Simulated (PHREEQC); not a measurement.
MgCl2 is added in steps, without added water, to 1 kg of water holding 0.02 mol H2S, 0.0017 mol NaHCO3 and 0.038 mol MnCl2, at 65 °C. The system is closed to oxygen. CO2 from the air is kept out. The run lets Brucite, Rhodochrosite, Pyrochroite, Magnesite, MnS(Green), Halite, Nahcolite, Natron precipitate or redissolve, and no other solid.

Base run: PHREEQC, ion-association model, wateq4f.dat. Each further column changes one thing. The table gives pH.

```csv
MgCl2 added (mol),base,diluted 5-fold with water,temperature from 65 to 85 °C,diluted 2-fold with water,no solid may form
0,5.01,5.41,5.01,5.24,5.30
0.01719,5.04,5.36,5.03,5.27,5.28
0.03094,5.05,5.34,5.05,5.29,5.27
0.04813,5.06,5.31,5.06,5.29,5.25
0.06187,5.07,5.30,5.07,5.27,5.24
0.07906,5.08,5.28,5.08,5.25,5.23
0.09281,5.09,5.26,5.09,5.24,5.22
0.11,5.10,5.25,5.09,5.23,5.20
```

The polysulfide entries of wateq4f.dat were taken out for this run. Away from 25 °C the constants follow the database's enthalpies or fits; those with neither stay at their 25 °C values. In at least one series the solution becomes supersaturated in solids that the run did not let form, among them Rhodochrosite.
